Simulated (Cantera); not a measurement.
# Thermodynamics of fluorocarbon and chlorocarbon gases, feed CCl₄ + HCl

Input: 1 mol CCl₄, 0.13 mol HCl, held at 40.0 mbar.

Cantera equilibrium calculation (NASA polynomials, part measured and part estimated; ideal gas, pure solids and liquids). Candidate condensed phases: C, C₆H₆, C₇H₈, C₈H₁₈; 91 gas species. The tables' values for CCl are old estimates; treat these amounts as uncertain. The numbers say what is thermodynamically allowed, not how fast it happens.

```tsv
T (K)	x Cl	x Cl₂	x HCl	x H	n C(graphite)
1248	0.0364	0.904	0.0599	7.68e-12	1.000
1398	0.126	0.816	0.0572	2.08e-10	1.000
1548	0.317	0.631	0.0513	3.06e-9	1.000
1698	0.582	0.375	0.0433	3.02e-8	1.000
1848	0.799	0.165	0.0367	2.45e-7	1.000
1998	0.905	0.0612	0.0334	1.77e-6	1.000
2148	0.945	0.0228	0.0322	1.08e-5	1.000
2298	0.959	0.00926	0.0317	5.46e-5	1.000
2448	0.964	0.00412	0.0314	0.000229	1.000
2598	0.966	0.00200	0.0307	0.000806	0.999
2748	0.967	0.00105	0.0289	0.00239	0.994
2898	0.965	0.000584	0.0251	0.00582	0.963
```
x: gas mole fraction; n: condensed amount in mol.

From 1248 K to 2898 K the condensed part is C(graphite). The main C-bearing gas is CCl₄ at 1248 K and C₃ at 2898 K.
